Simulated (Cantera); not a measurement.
Input (Python, Cantera) and output of one run.

```python
import numpy as np
import cantera as ct

gas_names = [...]  # 95 gases of nasa_gas.yaml made of C, F, H
cond_names = """
    C(gr) C6H6(L) C7H8(L) C8H18(L),n-octa
""".split()


# ... load() reads the species with a 1 bar reference pressure and builds the phases ...
atoms = {
    'CH2F2': {'C': 1, 'H': 2, 'F': 2},
    'CH4': {'C': 1, 'H': 4},
}
top_T = {'C(gr)': 4500}  # K; cautious upper limits of use, not melting points


# ... equilibrate(T, P, feed) seeds the gas with the atoms and calls Mixture.equilibrate('TP', solver="vcs", rtol=1e-11, max_steps=5000) ...
results = []
T = 675  # K
P = 34  # Pa
for m in [0.047, 0.065, 0.09, 0.13, 0.17, 0.24, 0.34, 0.47, 0.65, 0.91]:
    feed = {'CH2F2': 1, 'CH4': m}  # mol
    mix = equilibrate(T, P, feed)
    results.append((T, P, feed, dict(zip(mix.species_names, mix.species_moles))))
    x = sorted(zip(gas.X, gas.species_names), reverse=True)
    print(f"T = {T:g} K  P = {P:g} Pa  n(CH4) = {m:g} mol  gas = {mix.phase_moles(0):.4g} mol")
    print("   x: " + "  ".join(f"{s} {v:.3e}" for v, s in x if v > 1e-05))
    print("   condensed (mol): " + ("  ".join(f"{mix.phase(i).name} {mix.phase_moles(i):.4g}"
          for i in range(1, mix.n_phases) if mix.phase_moles(i) > 1e-12) or "none"))
```

It prints:

```
T = 675 K  P = 34 Pa  n(CH4) = 0.047 mol  gas = 2.094 mol
   x: HF 9.551e-01  H2 4.487e-02
   condensed (mol): C(gr) 1.047
T = 675 K  P = 34 Pa  n(CH4) = 0.065 mol  gas = 2.13 mol
   x: HF 9.390e-01  H2 6.100e-02  CH4 1.846e-05
   condensed (mol): C(gr) 1.065
T = 675 K  P = 34 Pa  n(CH4) = 0.09 mol  gas = 2.18 mol
   x: HF 9.175e-01  H2 8.250e-02  CH4 3.378e-05
   condensed (mol): C(gr) 1.09
T = 675 K  P = 34 Pa  n(CH4) = 0.13 mol  gas = 2.26 mol
   x: HF 8.850e-01  H2 1.149e-01  CH4 6.553e-05
   condensed (mol): C(gr) 1.13
T = 675 K  P = 34 Pa  n(CH4) = 0.17 mol  gas = 2.34 mol
   x: HF 8.548e-01  H2 1.451e-01  CH4 1.045e-04
   condensed (mol): C(gr) 1.17
T = 675 K  P = 34 Pa  n(CH4) = 0.24 mol  gas = 2.48 mol
   x: HF 8.066e-01  H2 1.932e-01  CH4 1.852e-04
   condensed (mol): C(gr) 1.24
T = 675 K  P = 34 Pa  n(CH4) = 0.34 mol  gas = 2.679 mol
   x: HF 7.465e-01  H2 2.532e-01  CH4 3.181e-04
   condensed (mol): C(gr) 1.339
T = 675 K  P = 34 Pa  n(CH4) = 0.47 mol  gas = 2.939 mol
   x: HF 6.806e-01  H2 3.189e-01  CH4 5.046e-04
   condensed (mol): C(gr) 1.469
T = 675 K  P = 34 Pa  n(CH4) = 0.65 mol  gas = 3.297 mol
   x: HF 6.065e-01  H2 3.927e-01  CH4 7.652e-04
   condensed (mol): C(gr) 1.647
T = 675 K  P = 34 Pa  n(CH4) = 0.91 mol  gas = 3.816 mol
   x: HF 5.241e-01  H2 4.747e-01  CH4 1.118e-03
   condensed (mol): C(gr) 1.906
```

These are equilibrium values from Cantera (NASA tables, ideal gas, pure condensed phases), not measurements of a reactor.
